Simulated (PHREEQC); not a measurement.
Make-up at 25 °C: 5.4 mmol/kgw HCl, 11.5 mmol/kgw CaCl2 and 5.1 mmol/kgw MnSO4. Closed to the air; pH follows from the charge balance.

All values are PHREEQC results (ion-association model, phreeqc.dat), not measurements.

```yaml
pH: 2.39
ionic_strength: 0.0521 mol/kgw
specific_conductance: 4950 µS/cm
density: 0.999 g/cm³
total_alkalinity: -5.40 meq/kg
```

```tsv
species	molality	activity	log γ
Cl-	0.0282	0.0229	-0.091
Ca+2	0.0104	0.00484	-0.330
H+	0.00474	0.00404	-0.070
Mn+2	0.00438	0.00209	-0.321
SO4-2	0.00285	0.00130	-0.341
CaSO4	0.00111	0.00112	0.005
HSO4-	0.000624	0.000511	-0.087
MnSO4	0.000479	0.000484	0.005
MnCl+	0.000237	0.000195	-0.085
CaHSO4+	3.64e-5	2.98e-5	-0.087
MnCl2	1.92e-6	1.94e-6	0.005
```

No solid was allowed to form.
